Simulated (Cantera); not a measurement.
Input (Python, Cantera):

```python
import numpy as np
import cantera as ct

gas = ct.Solution("gri30.yaml")


def delay(T, t_max=10):
    gas.TPX = T, 1000000, {'C2H4': 1, 'O2': 3.57, 'N2': 13.4, 'H2O': 2.8}
    reactor = ct.IdealGasReactor(gas, clone=False)
    net = ct.ReactorNet([reactor])
    net.rtol, net.atol = 1e-8, 1e-16
    while net.time < t_max:
        t_old, T_old = net.time, reactor.T
        net.step()
        if reactor.T > T + 400:  # ignition: a rise of 400 K
            return t_old + (T + 400 - T_old) / (reactor.T - T_old) * (net.time - t_old)
    return np.nan


taus = []
for T in [1225, 1300, 1375, 1450, 1525, 1600, 1675, 1750, 1825]:
    taus.append(delay(T))
    print(f"T0 = {T:6g} K   tau = {taus[-1]:.4e} s")
```

Result:

```
T0 =   1225 K   tau = 3.7889e-04 s
T0 =   1300 K   tau = 9.9008e-05 s
T0 =   1375 K   tau = 2.8390e-05 s
T0 =   1450 K   tau = 9.9926e-06 s
T0 =   1525 K   tau = 4.9246e-06 s
T0 =   1600 K   tau = 3.0517e-06 s
T0 =   1675 K   tau = 2.1307e-06 s
T0 =   1750 K   tau = 1.5929e-06 s
T0 =   1825 K   tau = 1.2437e-06 s
```

Detailed kinetics in Cantera: GRI-Mech 3.0 (53 species, 325 reactions). GRI-Mech 3.0 was tuned for natural gas; its chemistry of ethylene as a main component is partial and can be far from experiment.
